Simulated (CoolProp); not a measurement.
Vapour-liquid equilibrium of R22 (1) + R123 (2) at 33.35 °C; x and y are mole fractions of (1).

Computed with CoolProp (multi-fluid Helmholtz-energy mixture model, Kamei 1995 and Younglove 1994; pair parameters Bell 2016).

| x | bubble pressure (bar) | y at the bubble point | dew pressure at overall composition x (bar) | liquid density (mol/L) |
|---|---|---|---|---|
| 0.05 | 1.725 | 0.308 | 1.293 | 9.594 |
| 0.15 | 2.781 | 0.602 | 1.433 | 9.931 |
| 0.25 | 3.900 | 0.740 | 1.605 | 10.28 |
| 0.35 | 5.053 | 0.819 | 1.825 | 10.65 |
| 0.45 | 6.219 | 0.870 | 2.114 | 11.03 |
| 0.55 | 7.390 | 0.906 | 2.510 | 11.43 |
| 0.65 | 8.565 | 0.933 | 3.089 | 11.84 |
| 0.75 | 9.758 | 0.955 | 4.011 | 12.27 |
| 0.85 | 10.99 | 0.974 | 5.697 | 12.70 |
| 0.95 | 12.30 | 0.991 | 9.468 | 13.15 |

No azeotrope shows between x = 0.05 and 0.95.

The pair parameters rest on a limited set of measurements; away from them the model extrapolates.
